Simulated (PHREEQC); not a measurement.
A solution holds 0.00098 mol/kgw NaBF4, at 17 °C. Closed to the air; pH follows from the charge balance.

Equilibrium calculation in PHREEQC: ion-association model, phreeqc.dat.

```yaml
pH: 3.12
ionic_strength: 0.00176 mol/kgw
total_alkalinity: -2.94 meq/kg
```

```json
[
 {"species": "F-", "molality": "0.00144", "activity": "0.00138", "log γ": "-0.020"},
 {"species": "HF", "molality": "0.00134", "activity": "0.00135", "log γ": "0.000"},
 {"species": "Na+", "molality": "0.000979", "activity": "0.000936", "log γ": "-0.020"},
 {"species": "H+", "molality": "0.000783", "activity": "0.000750", "log γ": "-0.019"},
 {"species": "H3BO3", "molality": "0.000668", "activity": "0.000668", "log γ": "0.000"},
 {"species": "BF4-", "molality": "0.000221", "activity": "0.000211", "log γ": "-0.020"},
 {"species": "BF3OH-", "molality": "5.19e-5", "activity": "4.95e-5", "log γ": "-0.020"},
 {"species": "BF2(OH)2-", "molality": "3.94e-5", "activity": "3.76e-5", "log γ": "-0.020"},
 {"species": "HF2-", "molality": "6.94e-6", "activity": "6.63e-6", "log γ": "-0.020"},
 {"species": "NaF", "molality": "7.41e-7", "activity": "7.42e-7", "log γ": "0.000"},
 {"species": "BF(OH)3-", "molality": "3.52e-7", "activity": "3.36e-7", "log γ": "-0.020"}
]
```

No solid was allowed to form. Species that the database lacks are ignored. Real BF4- forms and hydrolyses slowly; the run takes it at equilibrium.
